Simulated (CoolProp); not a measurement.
Properties of cyclohexane along the isotherm 346.85 °C (Tc = 280.5 °C, pc = 4081 kPa, ω = 0.209).

Values from CoolProp's reference Helmholtz-energy equation of state, Zhou 2014.

```tsv
p (kPa)	phase	cv (kJ/(kg K))	speed of sound (m/s)
3710	gas	2.723	193.5
7420	supercritical	2.819	159.2
11100	supercritical	2.783	259.0
14800	supercritical	2.765	346.0
18500	supercritical	2.758	413.8
22300	supercritical	2.755	471.5
26000	supercritical	2.754	520.0
29700	supercritical	2.753	563.3
33400	supercritical	2.753	602.5
37100	supercritical	2.754	638.6
40800	supercritical	2.755	672.2
```
